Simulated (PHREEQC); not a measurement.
Dissolve 0.2 mol Na2SO4 and 0.075 mol KBr per kg of water at 25 °C. Closed to the air; pH follows from the charge balance.

Computed with PHREEQC (Pitzer model, pitzer.dat).

| quantity | before | after |
|---|---|---|
| HSO4- (mol/kgw) | 2.05e-7 | 1.04e-7 |
| SI of Mirabilite (Na2SO4:10H2O) | -1.65 | -3.16 |
| SI of Arcanite (K2SO4) | -2.46 | -3.97 |

Question: What was changed between the two runs?
(A) Na2SO4 from 0.2 to 1 mol/kgw
(B) diluted 10-fold with water
(C) diluted 5-fold with water
(D) Na2SO4 from 0.2 to 0.4 mol/kgw
(E) KBr from 0.075 to 0.0375 mol/kgw

Answer: C, diluted 5-fold with water

Precipitation was switched off in this run.
